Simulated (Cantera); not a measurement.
Cantera run:

```python
import numpy as np
import cantera as ct

gas_names = """
    H HNO HNO2 HNO3 HO2 H2 H2O H2O2 N NH NH2 NH3 NH2OH NO NO2 NO3 N2 N2H2 N2H4 N2O O OH O2 O3 Pb PbO Pb2
""".split()
cond_names = """
    H2O(s) H2O(L) Pb(cr) Pb(L) PbO(rd) PbO(yw) PbO(L) PbO2(s) Pb3O4(s)
""".split()


# ... load() reads the species with a 1 bar reference pressure and builds the phases ...
atoms = {
    'PbO': {'Pb': 1, 'O': 1},
    'O2': {'O': 2},
    'N2': {'N': 2},
    'H2': {'H': 2},
}
top_T = {'Pb3O4(s)': 820}  # K; cautious upper limits of use, not melting points


# ... equilibrate(T, P, feed) seeds the gas with the atoms and calls Mixture.equilibrate('TP', solver="vcs", rtol=1e-11, max_steps=5000) ...
results = []
T = 775  # K
P = 133.322  # Pa
for m in [0.24, 0.39, 0.62, 1, 1.6, 2.6, 4.1, 6.6, 11, 17, 27, 44]:
    feed = {'PbO': 1, 'O2': 0.056, 'N2': m, 'H2': 0.11}  # mol
    mix = equilibrate(T, P, feed)
    results.append((T, P, feed, dict(zip(mix.species_names, mix.species_moles))))

top = {s: max(r[3][s] / sum(r[3][g] for g in gas_names) for r in results) for s in gas_names}
cols = sorted((s for s in top if top[s] > 1e-05), key=lambda s: -top[s])[:8]
seen = [c for c in cond_names if any(r[3].get(c, 0) > 1e-12 for r in results)]
print("log10 of partial pressures in bar; condensed amounts in mol")
print(f"{'n(N2)':>10s}" + "".join(f"{s[:9]:>10s}" for s in cols + seen))
for T, P, feed, n in results:
    ng = sum(n[g] for g in gas_names)
    print(f"{feed['N2']:10.4g}" + "".join(f"{np.log10(max(n[s] / ng * P / 1e5, 1e-99)):10.3f}" for s in cols)
          + "".join(f"{n.get(c, 0):10.4g}" for c in seen))
```

Result:

```
log10 of partial pressures in bar; condensed amounts in mol
     n(N2)        N2       H2O        O2   PbO(yw)
      0.24    -3.040    -3.379    -5.420         1
      0.39    -2.984    -3.534    -5.575         1
      0.62    -2.947    -3.698    -5.739         1
         1    -2.921    -3.879    -5.921         1
       1.6    -2.904    -4.067    -6.108         1
       2.6    -2.893    -4.267    -6.308         1
       4.1    -2.887    -4.458    -6.500         1
       6.6    -2.882    -4.660    -6.702         1
        11    -2.879    -4.879    -6.921         1
        17    -2.878    -5.067    -7.108         1
        27    -2.877    -5.267    -7.308         1
        44    -2.876    -5.478    -7.520         1
```

Equilibrium computed with Cantera from the NASA thermochemical tables; the gas is ideal and each condensed phase is pure.
